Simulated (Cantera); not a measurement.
Input: 1 mol BF3, 1.2 mol N2, held at 0.0100 bar.

Cantera equilibrium calculation (NASA polynomials, part measured and part estimated; ideal gas, pure solids and liquids). Candidate condensed phases: B, BN; 13 gas species. The tables' values for BF2 are old estimates; treat these amounts as uncertain. Kinetics and transport are ignored. All values below are at 1577 °C.

Base state: N2 0.545, BF3 0.454, F 0.000126, BF2 0.000126 (mole fractions); condensed: gas only.

**Question.** What changes in the equilibrium state with this change: BF3 replaced by B?

**Answer.** 
```
species       before  after
----------  --------  -----
N2             0.545   1.00
BF3            0.454      0
F           0.000126      0
BF2         0.000126      0
BN(s), mol         0   1.00
```
